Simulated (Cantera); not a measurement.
Thermodynamics of silicon oxide and oxynitride deposition, feed SiH2Cl2 + H2O + N2

Charge: 1 mol SiH2Cl2, 6.6 mol H2O, 94 mol N2, at 10000 Pa.

Cantera equilibrium calculation (NASA polynomials, part measured and part estimated; ideal gas, pure solids and liquids). Candidate condensed phases: H2O, NH4Cl, Si, SiO2, Si2N2O, Si3N4; 47 gas species. The tables hold silica as quartz up to 1696 K and as liquid above; real silica turns to tridymite and cristobalite and melts near 1996 K. Rates play no part.

| T (°C) | x N2 | x H2O | x H2 | x HCl | x H | n SiO2(β-quartz) | n SiO2(condensed) |
|---|---|---|---|---|---|---|---|
| 1052 | 0.916 | 0.0448 | 0.0195 | 0.0195 | 7.22e-7 | 1.00 | 0 |
| 1127 | 0.916 | 0.0448 | 0.0195 | 0.0195 | 2.15e-6 | 1.00 | 0 |
| 1202 | 0.916 | 0.0448 | 0.0195 | 0.0195 | 5.73e-6 | 1.00 | 0 |
| 1277 | 0.916 | 0.0448 | 0.0195 | 0.0195 | 1.39e-5 | 1.000 | 0 |
| 1352 | 0.916 | 0.0448 | 0.0195 | 0.0195 | 3.11e-5 | 1.000 | 0 |
| 1427 | 0.916 | 0.0448 | 0.0195 | 0.0194 | 6.50e-5 | 0 | 1.000 |
| 1502 | 0.916 | 0.0448 | 0.0195 | 0.0194 | 0.000128 | 0 | 0.999 |
| 1577 | 0.916 | 0.0448 | 0.0195 | 0.0193 | 0.000238 | 0 | 0.997 |
| 1652 | 0.916 | 0.0448 | 0.0194 | 0.0192 | 0.000421 | 0 | 0.990 |
x: gas mole fraction; n: condensed amount in mol.

From 1052 °C to 1352 °C the condensed part is SiO2(β-quartz). From 1427 °C to 1652 °C the condensed part is SiO2(condensed).
